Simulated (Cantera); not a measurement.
# Adiabatic ignition

An adiabatic, constant-volume homogeneous reactor starts with CH4 : C2H6 : C3H8 : O2 : N2 = 1 : 0.11 : 0.081 : 3.58 : 13.4 (molar parts), at 1800 K and 5480 Torr.

Cantera simulation using GRI-Mech 3.0 (53 species, 325 reactions); the numbers are that mechanism's predictions, not measurements. Above 3000 K some thermodynamic fits are extrapolated.

```json
[
 {"t (s)": "2.00e-6", "T (K)": "1805", "P (bar)": "7.36", "x CH4": "0.0506", "x C2H6": "0.00443", "x C3H8": "0.00211", "x H2O2": "9.44e-6", "x NO": "7.46e-10", "x CO": "0.00101"},
 {"t (s)": "4.31e-6", "T (K)": "2051", "P (bar)": "8.55", "x CH4": "0.0294", "x C2H6": "0.000797", "x C3H8": "5.20e-5", "x H2O2": "2.06e-5", "x NO": "5.01e-8", "x CO": "0.0189"},
 {"t (s)": "9.28e-6", "T (K)": "3097", "P (bar)": "13.1", "x CH4": "<1e-12", "x C2H6": "<1e-12", "x C3H8": "<1e-12", "x H2O2": "1.81e-6", "x NO": "0.00156", "x CO": "0.0298"},
 {"t (s)": "2.00e-5", "T (K)": "3104", "P (bar)": "13.1", "x CH4": "<1e-12", "x C2H6": "<1e-12", "x C3H8": "<1e-12", "x H2O2": "1.84e-6", "x NO": "0.00593", "x CO": "0.0291"},
 {"t (s)": "4.31e-5", "T (K)": "3094", "P (bar)": "13.1", "x CH4": "<1e-12", "x C2H6": "<1e-12", "x C3H8": "<1e-12", "x H2O2": "1.76e-6", "x NO": "0.0127", "x CO": "0.0291"},
 {"t (s)": "9.28e-5", "T (K)": "3085", "P (bar)": "13.0", "x CH4": "<1e-12", "x C2H6": "<1e-12", "x C3H8": "<1e-12", "x H2O2": "1.69e-6", "x NO": "0.0192", "x CO": "0.0292"},
 {"t (s)": "0.000200", "T (K)": "3081", "P (bar)": "13.0", "x CH4": "<1e-12", "x C2H6": "<1e-12", "x C3H8": "<1e-12", "x H2O2": "1.66e-6", "x NO": "0.0217", "x CO": "0.0292"},
 {"t (s)": "0.000431", "T (K)": "3081", "P (bar)": "13.0", "x CH4": "<1e-12", "x C2H6": "<1e-12", "x C3H8": "<1e-12", "x H2O2": "1.66e-6", "x NO": "0.0219", "x CO": "0.0292"},
 {"t (s)": "0.000928", "T (K)": "3081", "P (bar)": "13.0", "x CH4": "<1e-12", "x C2H6": "<1e-12", "x C3H8": "<1e-12", "x H2O2": "1.66e-6", "x NO": "0.0219", "x CO": "0.0292"},
 {"t (s)": "0.00200", "T (K)": "3081", "P (bar)": "13.0", "x CH4": "<1e-12", "x C2H6": "<1e-12", "x C3H8": "<1e-12", "x H2O2": "1.66e-6", "x NO": "0.0219", "x CO": "0.0292"},
 {"t (s)": "0.00431", "T (K)": "3081", "P (bar)": "13.0", "x CH4": "<1e-12", "x C2H6": "<1e-12", "x C3H8": "<1e-12", "x H2O2": "1.66e-6", "x NO": "0.0219", "x CO": "0.0292"},
 {"t (s)": "0.00928", "T (K)": "3081", "P (bar)": "13.0", "x CH4": "<1e-12", "x C2H6": "<1e-12", "x C3H8": "<1e-12", "x H2O2": "1.66e-6", "x NO": "0.0219", "x CO": "0.0292"},
 {"t (s)": "0.0200", "T (K)": "3081", "P (bar)": "13.0", "x CH4": "<1e-12", "x C2H6": "<1e-12", "x C3H8": "<1e-12", "x H2O2": "1.66e-6", "x NO": "0.0219", "x CO": "0.0292"},
 {"t (s)": "0.0431", "T (K)": "3081", "P (bar)": "13.0", "x CH4": "<1e-12", "x C2H6": "<1e-12", "x C3H8": "<1e-12", "x H2O2": "1.66e-6", "x NO": "0.0219", "x CO": "0.0292"},
 {"t (s)": "0.0928", "T (K)": "3081", "P (bar)": "13.0", "x CH4": "<1e-12", "x C2H6": "<1e-12", "x C3H8": "<1e-12", "x H2O2": "1.66e-6", "x NO": "0.0219", "x CO": "0.0292"},
 {"t (s)": "0.200", "T (K)": "3081", "P (bar)": "13.0", "x CH4": "<1e-12", "x C2H6": "<1e-12", "x C3H8": "<1e-12", "x H2O2": "1.66e-6", "x NO": "0.0219", "x CO": "0.0292"}
]
```
x: mole fraction; the columns are a selection and need not sum to one.

| Quantity | Value |
|---|---|
| time of steepest temperature rise | 5.00 µs |
| temperature at 0.200 s | 3081 K |
| equilibrium temperature | 3081 K |
| x(CH4) at 0.200 s | <1e-12 (gas-phase equilibrium <1e-12) |
| x(C2H6) at 0.200 s | <1e-12 (gas-phase equilibrium <1e-12) |
| x(C3H8) at 0.200 s | <1e-12 (gas-phase equilibrium <1e-12) |
